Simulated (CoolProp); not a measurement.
Computed with CoolProp (reference Helmholtz-energy equation of state, Thol 2018).

Problem. Give the vapour pressure (bar), liquid density (kg/m³), vapour density (kg/m³), enthalpy of vaporisation (kJ/kg) of saturated hydrogen chloride at 264.9 K.

Solution. 
| T (K) | p (bar) | liquid density (kg/m³) | vapour density (kg/m³) | enthalpy of vaporisation (kJ/kg) |
|---|---|---|---|---|
| 264.9 | 20.7 | 959 | 43.9 | 330 |
